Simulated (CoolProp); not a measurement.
Vapour-liquid equilibrium of R134a (1) + R227EA (2) at 0.177 MPa; x and y are mole fractions of (1).

Computed with CoolProp (multi-fluid Helmholtz-energy mixture model, Tillner-Roth 1994 and Lemmon 2016; pair parameters Bell 2016).

Task: Give the bubble temperature and the first vapour's composition at x = 0.05, 0.35, 0.5. Is there an azeotrope?

Result: x = 0.05: -3.5 °C, y = 0.080; x = 0.35: -7.9 °C, y = 0.454; x = 0.5: -9.5 °C, y = 0.597. No azeotrope shows between x = 0.05 and 0.95.

The pair parameters rest on a limited set of measurements; away from them the model extrapolates.
